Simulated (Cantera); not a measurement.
Cantera run, input and output.

```python
import numpy as np
import cantera as ct

gas = ct.Solution("gri30.yaml")


def delay(T, t_max=10):
    gas.TPX = T, 950000, {'CO': 1, 'H2': 0.45, 'O2': 0.362, 'N2': 1.16}
    reactor = ct.IdealGasReactor(gas, clone=False)
    net = ct.ReactorNet([reactor])
    net.rtol, net.atol = 1e-8, 1e-16
    while net.time < t_max:
        t_old, T_old = net.time, reactor.T
        net.step()
        if reactor.T > T + 400:  # ignition: a rise of 400 K
            return t_old + (T + 400 - T_old) / (reactor.T - T_old) * (net.time - t_old)
    return np.nan


taus = []
for T in [948, 998, 1048, 1098, 1148, 1198]:
    taus.append(delay(T))
    print(f"T0 = {T:6g} K   tau = {taus[-1]:.4e} s")
```

Result:

```
T0 =    948 K   tau = 7.0080e-03 s
T0 =    998 K   tau = 1.9973e-03 s
T0 =   1048 K   tau = 6.1425e-04 s
T0 =   1098 K   tau = 1.9487e-04 s
T0 =   1148 K   tau = 6.2190e-05 s
T0 =   1198 K   tau = 2.2010e-05 s
```

Detailed kinetics in Cantera: GRI-Mech 3.0 (53 species, 325 reactions). The hydrogen kinetics of GRI-Mech 3.0 are dated; newer H2 mechanisms differ, most at raised pressure. Below about 950 K walls govern HO2 and H2O2 in real vessels.
